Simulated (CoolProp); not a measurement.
Vapour-liquid equilibrium of R22 (1) + R123 (2) at 282.9 K; x and y are mole fractions of (1).

Computed with CoolProp (multi-fluid Helmholtz-energy mixture model, Kamei 1995 and Younglove 1994; pair parameters Bell 2016).

Give the bubble pressure and the first vapour's composition at x = 0.5, 0.8, 0.95. Is there an azeotrope?

x = 0.5: 3.579 bar, y = 0.920; x = 0.8: 5.440 bar, y = 0.975; x = 0.95: 6.413 bar, y = 0.994. No azeotrope shows between x = 0.05 and 0.95.

Pair parameters are fitted to limited data, so mixtures are less certain than the pure fluids.
